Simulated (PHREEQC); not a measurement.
PHREEQC input (ion-association model, wateq4f.dat):

```
SOLUTION_MASTER_SPECIES
  An  An-  0  An  62.0  # stands for a non-complexing anion
SOLUTION_SPECIES
  An- = An-
    -log_k 0
    -gamma 3.0 0
PHASES
  Fix_H+
    H+ = H+
    -log_k 0
SOLUTION 1
  temp 25
  units mmol/kgw
  pH 7 charge
  B 0.0034
  Na 1
  An 1
END
SELECTED_OUTPUT 1
  -reset false
  -pH true
  -pe true
  -ionic_strength true
  -water true
  -totals B Na
  -molalities Hfo_wOH Hfo_wOH2+ Hfo_wO- Hfo_sOH Hfo_sOH2+ Hfo_sO- Hfo_wH2BO3
USER_PUNCH 1
  -headings sigma psi
  10 PUNCH EDL("sigma", "Hfo"), EDL("psi", "Hfo")
PRINT
  -reset false
USE solution 1
SURFACE 1
  Hfo_wOH 0.00132584 600 0.59
  Hfo_sOH 3.31461e-05
EQUILIBRIUM_PHASES 1
  Fix_H+ -4 HAn 10
    -force_equality true
  O2(g) -0.68 10
END
# ... the last block is repeated for the other 12 points of pH, with NaOH or the acid as the point needs
```

Selected output (columns that matter, 12 of 13 rows; pH added in front):

```
pH	mu	B	Na	m_Hfo_wOH	m_Hfo_wOH2+	m_Hfo_wO-	m_Hfo_sOH	m_Hfo_sOH2+	m_Hfo_sO-	m_Hfo_wH2BO3	sigma	psi
4	0.0013312	3.3884e-06	0.001	0.00081795	0.00047566	3.2222e-05	2.0449e-05	1.1892e-05	8.0557e-07	1.1558e-08	0.12389	0.20855
4.67	0.0011509	3.3867e-06	0.001	0.00094506	0.00031603	6.4743e-05	2.3627e-05	7.9008e-06	1.6186e-06	1.3346e-08	0.070208	0.18313
5.33	0.0010743	3.3859e-06	0.001	0.00099543	0.00023295	9.7446e-05	2.4886e-05	5.8238e-06	2.4362e-06	1.4053e-08	0.037858	0.15326
6	0.0010359	3.3857e-06	0.001	0.001012	0.00019092	0.00012289	2.5301e-05	4.7731e-06	3.0723e-06	1.4279e-08	0.019008	0.11916
6.67	0.0010166	3.3857e-06	0.001	0.0010165	0.00017068	0.00013867	2.5412e-05	4.2672e-06	3.4669e-06	1.431e-08	0.0089437	0.082517
7.33	0.0010068	3.3858e-06	0.001	0.0010175	0.00016077	0.00014753	2.5438e-05	4.0192e-06	3.6884e-06	1.4185e-08	0.0036972	0.045038
8.67	0.0010102	3.3888e-06	0.0010148	0.0010176	0.0001496	0.00015858	2.5441e-05	3.7401e-06	3.9646e-06	1.1241e-08	-0.0025084	-0.032379
9.33	0.0010368	3.3937e-06	0.0010494	0.001017	0.00014206	0.00016679	2.5425e-05	3.5515e-06	4.1697e-06	6.3211e-09	-0.0069093	-0.070109
10	0.0011356	3.3979e-06	0.0011643	0.0010139	0.00012797	0.00018401	2.5346e-05	3.1992e-06	4.6004e-06	2.0576e-09	-0.015659	-0.10714
10.67	0.0015583	3.3995e-06	0.0016239	0.00099779	0.00010003	0.00022802	2.4945e-05	2.5007e-06	5.7004e-06	4.8509e-10	-0.03576	-0.14085
11.33	0.0034447	3.3999e-06	0.0036032	0.00091131	5.2563e-05	0.00036196	2.2783e-05	1.3141e-06	9.0489e-06	9.7574e-11	-0.086444	-0.1657
12	0.01262	3.3999e-06	0.012989	0.00058342	1.0656e-05	0.00073174	1.4586e-05	2.6641e-07	1.8294e-05	1.2721e-11	-0.20147	-0.17579
```
